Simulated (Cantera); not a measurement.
Input: 1 mol Si3N4, 0.16 mol N2O, 5 mol N2.

Equilibrium computed with Cantera from the NASA thermochemical tables; the gas is ideal and each condensed phase is pure. Candidate condensed phases: Si, SiO2, Si2N2O, Si3N4; 16 gas species. Mutual solubility and eutectic melting of coexisting phases are not modelled. The numbers say what is thermodynamically allowed, not how fast it happens.

Stable condensed phases, one row left out:

```
T in °C \ P in Pa
            0.10       1      10     100    1000   10000  100000 1000000
   1652        A       A       B       B       B       C       C       C
   1577        A       A       B       B       B       C       C       C
   1502        A       B       B       B       C       C       C       C
   1427        A       B       B       B       C       C       C       C
   1352        B       B       B       C       C       C       C       C
   1202        B       B       C       C       C       C       C       C
   1127        B       C       C       C       C       C       C       C
   1052        C       C       C       C       C       C       C       C
    977        C       C       C       C       C       C       C       C
    902        C       C       C       C       C       C       C       C
```

A: gas only; B: Si; C: Si2N2O + Si3N4.

### Question
Give the row for 1277 °C.

### Answer
0.10: Si; 1: Si; 10: Si; 100: Si2N2O + Si3N4; 1000: Si2N2O + Si3N4; 10000: Si2N2O + Si3N4; 100000: Si2N2O + Si3N4; 1000000: Si2N2O + Si3N4.
